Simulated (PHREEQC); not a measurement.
Dissolve 1.2 mmol/kgw NaOH, 4.7 mmol/kgw H3BO3 and 2 mmol/kgw Na2CO3 at 25 °C. Closed to the air; pH follows from the charge balance.

Equilibrium calculation in PHREEQC: ion-association model, phreeqc.dat.

Precipitation was switched off in this run.

Question: Estimate the pH.

Answer: pH 9.41.

Question: In which forms is C present?

Answer: HCO3- 86 %, CO3-2 13 %, NaCO3- 0.9 % of the C.

Complexes and solids missing from the database can't appear.
